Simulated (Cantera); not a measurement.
Feed: 1 mol B₂O₃, 0.31 mol NH₃, 120 mol H₂, at 1823.15 K and 133 Pa.

These are equilibrium values from Cantera (NASA tables, ideal gas, pure condensed phases), not measurements of a reactor. Candidate condensed phases: B, BN, B₂O₃, B₃O₃H₃, H₂O; 39 gas species. Equilibrium is a limit: real reactors are often held back by kinetics, nucleation or transport.

### Question
What is the equilibrium state?

### Answer
```
Quantity                                 Result
------------------------------------  ---------
x(H₂)                                     0.970
x(H)                                     0.0117
x(HBO)                                  0.00720
x(HBO₂)                                 0.00515
x(H₂O)                                  0.00197
x(BO)                                   0.00151
x(N₂)                                   0.00127
x(B₂O₃)                                 0.00104
x(B₂O₂)                                0.000195
gas amount                            122.4 mol
log10 activity of B(s) (absent)           -3.57
log10 activity of B₃O₃H₃(s) (absent)     -17.57
```
